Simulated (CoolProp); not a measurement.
A simple Rankine cycle with propylene: condensing at 307.15 K, boiler at 3.18 MPa, turbine inlet 494.9 K, turbine efficiency 0.75, pump efficiency 0.6, no recuperator. Each further row changes one setting.

Values from CoolProp's reference Helmholtz-energy equation of state, Lemmon 2013.

```
case                             thermal efficiency (%)  net work (kJ/kg)  heat in (kJ/kg)  turbine exit temperature (K)  volume ratio over the turbine
-------------------------------  ----------------------  ----------------  ---------------  ----------------------------  -----------------------------
as stated                                           6.8              46.2              683                           ___                           2.16
turbine inlet 514.9 K                               ___              49.0              731                         484.1                           2.15
condensing temperature 299.15 K                     ___              57.8              704                         456.9                            ___
boiler pressure 2.23 MPa                            3.9              27.2              ___                         478.2                            ___
turbine efficiency 0.65                             5.8              39.3              683                         467.0                           2.18
```

Complete the blanks.


- as stated, turbine exit temperature (K): 463.9
- turbine inlet 514.9 K, thermal efficiency (%): 6.7
- condensing temperature 299.15 K, thermal efficiency (%): 8.2
- condensing temperature 299.15 K, volume ratio over the turbine: 2.60
- boiler pressure 2.23 MPa, heat in (kJ/kg): 696
- boiler pressure 2.23 MPa, volume ratio over the turbine: 1.53
